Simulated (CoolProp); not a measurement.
Properties of carbonyl sulfide along the isotherm 611.1 K.

Values from CoolProp's reference Helmholtz-energy equation of state, Lemmon 2006. It is a short technical equation, of lower accuracy than the large ones.

```json
[
 {"p (bar)": "11.4", "phase": "gas", "density (kg/m³)": "13.64", "cp (kJ/(kg K))": "0.8690", "isothermal compressibility (1/MPa)": "0.8875"},
 {"p (bar)": "22.7", "phase": "gas", "density (kg/m³)": "27.48", "cp (kJ/(kg K))": "___", "isothermal compressibility (1/MPa)": "0.4508"},
 {"p (bar)": "34.1", "phase": "gas", "density (kg/m³)": "41.76", "cp (kJ/(kg K))": "0.8958", "isothermal compressibility (1/MPa)": "0.3033"},
 {"p (bar)": "45.5", "phase": "gas", "density (kg/m³)": "___", "cp (kJ/(kg K))": "0.9104", "isothermal compressibility (1/MPa)": "0.2297"},
 {"p (bar)": "56.9", "phase": "gas", "density (kg/m³)": "71.26", "cp (kJ/(kg K))": "0.9257", "isothermal compressibility (1/MPa)": "___"},
 {"p (bar)": "68.2", "phase": "supercritical", "density (kg/m³)": "___", "cp (kJ/(kg K))": "0.9416", "isothermal compressibility (1/MPa)": "0.1560"},
 {"p (bar)": "79.6", "phase": "supercritical", "density (kg/m³)": "101.8", "cp (kJ/(kg K))": "0.9581", "isothermal compressibility (1/MPa)": "0.1347"},
 {"p (bar)": "91", "phase": "supercritical", "density (kg/m³)": "___", "cp (kJ/(kg K))": "0.9751", "isothermal compressibility (1/MPa)": "0.1186"},
 {"p (bar)": "102", "phase": "supercritical", "density (kg/m³)": "___", "cp (kJ/(kg K))": "0.9919", "isothermal compressibility (1/MPa)": "0.1063"},
 {"p (bar)": "114", "phase": "supercritical", "density (kg/m³)": "150.1", "cp (kJ/(kg K))": "1.010", "isothermal compressibility (1/MPa)": "0.09545"},
 {"p (bar)": "125", "phase": "supercritical", "density (kg/m³)": "166.0", "cp (kJ/(kg K))": "1.027", "isothermal compressibility (1/MPa)": "0.08719"},
 {"p (bar)": "136", "phase": "supercritical", "density (kg/m³)": "182.0", "cp (kJ/(kg K))": "1.044", "isothermal compressibility (1/MPa)": "0.08013"},
 {"p (bar)": "148", "phase": "supercritical", "density (kg/m³)": "___", "cp (kJ/(kg K))": "1.063", "isothermal compressibility (1/MPa)": "0.07347"},
 {"p (bar)": "159", "phase": "supercritical", "density (kg/m³)": "215.7", "cp (kJ/(kg K))": "1.079", "isothermal compressibility (1/MPa)": "0.06810"}
]
```

Question: Fill in the missing entries.

Answer: 
- 22.7, cp (kJ/(kg K)): 0.8820
- 45.5, density (kg/m³): 56.35
- 56.9, isothermal compressibility (1/MPa): 0.1854
- 68.2, density (kg/m³): 86.34
- 91, density (kg/m³): 117.6
- 102, density (kg/m³): 133.1
- 148, density (kg/m³): 199.5
